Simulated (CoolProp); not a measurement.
Vapour pressure (MPa) of R115: the reference equation beside estimates from Tc = 80.0 °C, pc = 3.129 MPa, ω = 0.248. Clausius-Clapeyron is anchored at -14.15 °C with a constant enthalpy of vaporisation of 17.77 kJ/mol.

Values from CoolProp's reference Helmholtz-energy equation of state, Lemmon 2016.

| T (°C) | reference | Lee-Kesler | Clausius-Clapeyron | van der Waals | Peng-Robinson |
|---|---|---|---|---|---|
| -14.15 | 0.2748 | 0.2758 | 0.2748 | 0.7929 | 0.2736 |
| -6.85 | 0.3531 | 0.3551 | 0.3445 | 0.9079 | 0.3519 |
| 0.55 | 0.4486 | 0.4515 | 0.4280 | 1.035 | 0.4475 |
| 7.85 | 0.5604 | 0.5645 | 0.5243 | 1.171 | 0.5599 |
| 15.25 | 0.6938 | 0.6989 | 0.6374 | 1.319 | 0.6944 |
| 22.55 | 0.8470 | 0.8533 | 0.7654 | 1.477 | 0.8494 |
| 29.95 | 1.026 | 1.034 | 0.9131 | 1.649 | 1.032 |
| 37.25 | 1.230 | 1.239 | 1.078 | 1.830 | 1.238 |

Absolute difference from the reference over all 8 rows, mean and median: Lee-Kesler 0.7 and 0.7 %, Clausius-Clapeyron 6.8 and 7.3 %, van der Waals 107.4 and 99.5 %, Peng-Robinson 0.3 and 0.3 %.
